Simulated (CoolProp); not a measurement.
Methane at several states: density (kg/m³) from the reference equation and from simpler models built on Tc = -82.6 °C, pc = 4.599 MPa, ω = 0.011; each cubic takes its own stable root.

The numbers come from the reference Helmholtz-energy equation of state, Setzmann 1991 in CoolProp.

| T (°C) | p (MPa) | phase | reference |
|---|---|---|---|
| -162.95 | 0.113 | liquid | 424.5 |
| -147.65 | 7.72 | liquid | 409.9 |
| 172.75 | 4.25 | gas | 18.52 |
| 284.05 | 0.175 | gas | 0.6059 |
| -112.95 | 0.017 | gas | 0.2052 |

**Question.** How far does each simpler model (van der Waals, Redlich-Kwong) lie from the reference over these 5 states: mean and median of the absolute difference, and the worst?

**Answer.** 
- van der Waals: mean 26.2 %, median 1.3 %, worst -99.5 % at -162.95 °C and 0.113 MPa
- Redlich-Kwong: mean 0.4 %, median 0.3 %, worst +1.2 % at -162.95 °C and 0.113 MPa

At some of these states van der Waals gives the other phase, because its saturation line lies elsewhere.
